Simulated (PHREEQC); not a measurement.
**Spent oxide etchant: speciation**

Consider water at 30 °C with 130 mmol/kgw HF, 0.81 mmol/kgw H2SiF6 and 21 mmol/kgw H3PO4. Closed to the air; pH follows from the charge balance.

Computed with PHREEQC (ion-association model, phreeqc.dat).

Precipitation was switched off in this run.

What pH, ionic strength does the model give?

pH 1.82; ionic strength 0.0175 mol/kgw.

In which forms is F present?

HF 88 %, F- 4.1 %, HF2- 3.9 %, SiF6-2 3.6 % of the F.

Species that the database lacks are ignored. SiF6-2 is the database's only silicon fluoride.
